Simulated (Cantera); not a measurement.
A freely propagating, adiabatic, planar premixed flame of H2 : O2 : N2 = 1 : 0.704 : 2.65 (molar parts), equivalence ratio 0.71, unburnt at 500 K and 1.01 bar; mixture-averaged transport, grid criteria slope 0.08 and curve 0.16, no radiation.

Computed with Cantera and the H2/O2 subset of GRI-Mech 3.0, which has no nitrogen chemistry. Burning velocities carry a grid error of a few per cent, more on coarse grids.

**Question.** What does this change do: 0.1 parts H2O added?

**Answer.** 
| quantity | before | after |
|---|---|---|
| laminar burning velocity | 362 cm/s | 338 cm/s |
| thermal thickness | 0.400 mm | 0.389 mm |
| peak x(OH) | 0.0136 | 0.0129 |
| peak x(O) | 0.0117 | 0.0102 |
| peak x(H) | 0.0266 | 0.0234 |

**Question.** What does this change do: 0.18 parts H2O added?

**Answer.** 
```csv
quantity,before,after
laminar burning velocity,362 cm/s,318 cm/s
thermal thickness,0.400 mm,0.382 mm
peak x(OH),0.0136,0.0123
peak x(O),0.0117,0.00919
peak x(H),0.0266,0.0211
```
